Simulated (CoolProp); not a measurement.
A simple Rankine cycle with R21: condensing at 306.15 K, boiler at 2.17 MPa, turbine inlet 400.3 K, turbine efficiency 0.8, pump efficiency 0.7, no recuperator. Each further row changes one setting.

Model: reference Helmholtz-energy equation of state, Platzer 1990, in CoolProp. This equation is an older, rougher fit; its heat capacities, sound speeds and derivatives of the liquid may be far off and weren't checked against measurements.

```json
[
 {"case": "as stated", "thermal efficiency (%)": "___", "net work (kJ/kg)": "38.6", "heat in (kJ/kg)": "258", "turbine exit temperature (K)": "306.2", "volume ratio over the turbine": "8.80"},
 {"case": "turbine inlet 420.3 K", "thermal efficiency (%)": "___", "net work (kJ/kg)": "42.5", "heat in (kJ/kg)": "___", "turbine exit temperature (K)": "320.1", "volume ratio over the turbine": "___"},
 {"case": "condensing temperature 298.15 K", "thermal efficiency (%)": "16.1", "net work (kJ/kg)": "43.0", "heat in (kJ/kg)": "___", "turbine exit temperature (K)": "298.2", "volume ratio over the turbine": "11.3"},
 {"case": "boiler pressure 1.52 MPa", "thermal efficiency (%)": "___", "net work (kJ/kg)": "36.0", "heat in (kJ/kg)": "271", "turbine exit temperature (K)": "___", "volume ratio over the turbine": "___"},
 {"case": "turbine efficiency 0.7", "thermal efficiency (%)": "13.0", "net work (kJ/kg)": "33.5", "heat in (kJ/kg)": "258", "turbine exit temperature (K)": "306.2", "volume ratio over the turbine": "9.00"}
]
```

### Question
Complete the blanks.

### Answer

- as stated, thermal efficiency (%): 14.9
- turbine inlet 420.3 K, thermal efficiency (%): 15.3
- turbine inlet 420.3 K, heat in (kJ/kg): 277
- turbine inlet 420.3 K, volume ratio over the turbine: 8.42
- condensing temperature 298.15 K, heat in (kJ/kg): 266
- boiler pressure 1.52 MPa, thermal efficiency (%): 13.3
- boiler pressure 1.52 MPa, turbine exit temperature (K): 319.8
- boiler pressure 1.52 MPa, volume ratio over the turbine: 5.86

The expansion ends wet for: as stated; condensing temperature 298.15 K; turbine efficiency 0.7.
